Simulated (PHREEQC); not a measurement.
0.36 g of hydrous ferric oxide (600 m²/g; 0.2 weak and 0.005 strong sites per Fe, Dzombak-Morel constants, diffuse double layer) in 1 kg of water with 0.05 mol/kgw of an inert sodium salt and 0.018 mmol/kgw Na2HAsO4 and 0.17 mmol/kgw ZnSO4, at 25 °C; the pH is set by adding NaOH or the inert anion's acid. Oxygen alone is held at its pressure in air (log pO2 = -0.68). The system is closed to CO2. Nothing may precipitate in this run.

The numbers come from PHREEQC with the ion-association model, wateq4f.dat.

```
pH     As sorbed (%)  S sorbed (%)  Zn sorbed (%)  surface charge σ (C/m²)  surface potential ψ (mV)
-----  -------------  ------------  -------------  -----------------------  ------------------------
3              100.0          97.8            0.0                    0.207                       141
3.67           100.0          97.2            0.0                    0.190                       137
4.33           100.0          94.7            0.2                    0.156                       127
5              100.0          85.4            2.8                    0.113                       111
5.67           100.0          62.5           11.4                    0.077                        92
6.33           100.0          32.1           30.0                    0.053                        74
7              100.0          11.7           75.0                    0.037                        58
7.67           100.0           2.1           96.7                    0.020                        36
8.33           100.0           0.2           99.7                    0.003                         5
9               99.8           0.0           99.9                   -0.015                       -28
9.67            98.5           0.0           99.9                   -0.038                       -60
10.33           90.2           0.0           99.8                   -0.070                       -88
11              59.0           0.0           99.2                   -0.114                      -111
```

Complexes and solids missing from the database can't appear. The database has no arsenate complexes of Zn. The oxide is taken as insoluble; below pH 4 it would dissolve.
